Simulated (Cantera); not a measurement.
## N2O furnace oxynitridation

An isothermal, constant-pressure homogeneous reactor starts with N₂O : O₂ : H₂O = 1 : 1.6 : 0.12 (molar parts), at 1175 K and 9900 Pa.

Cantera simulation using GRI-Mech 3.0 (53 species, 325 reactions); the numbers are that mechanism's predictions, not measurements. GRI-Mech 3.0 was tuned for natural gas; its chemistry of N2O as a main component is partial and can be far from experiment. The mechanism lacks the step 2 NO + O2 → 2 NO2, which can matter for NO2 below about 1400 K. The temperature is held fixed by assumption; the heat of reaction is taken as removed at once.

```
t (s)     x N₂O   x O₂      x N₂      x O     x NO₂      x NO
--------  -----  -----  --------  -------  --------  --------
4.00e-5   0.368  0.588   3.67e-7  2.97e-7    <1e-12   6.62e-9
9.19e-5   0.368  0.588   9.22e-7  5.87e-7    <1e-12   3.16e-8
0.000211  0.368  0.588   2.42e-6  9.85e-7    <1e-12   1.35e-7
0.000486  0.368  0.588   6.37e-6  1.28e-6  2.03e-12   4.79e-7
0.00112   0.368  0.588   1.60e-5  1.34e-6  6.73e-11   1.37e-6
0.00257   0.368  0.588   3.84e-5  1.34e-6   2.17e-9   3.45e-6
0.00590   0.368  0.588   9.09e-5  1.35e-6   5.17e-8   8.20e-6
0.0136    0.367  0.588  0.000214  1.36e-6   6.65e-7   1.87e-5
0.0312    0.367  0.588  0.000500  1.36e-6   3.96e-6   4.09e-5
0.0716    0.366  0.588   0.00116  1.36e-6   1.53e-5   8.83e-5
0.165     0.364  0.589   0.00267  1.34e-6   4.42e-5  0.000192
0.379     0.360  0.589   0.00611  1.30e-6   9.59e-5  0.000437
0.870     0.351  0.591    0.0138  1.25e-6  0.000157   0.00102
2.00      0.330  0.593    0.0304  1.21e-6  0.000203   0.00233
```
x: mole fraction; the columns are a selection and need not sum to one.

Equilibrium at this temperature and pressure: N₂O 2.52e-9, O₂ 0.652, N₂ 0.310, O 3.77e-8, NO₂ 1.89e-6, NO 0.000179 (gas phase only).
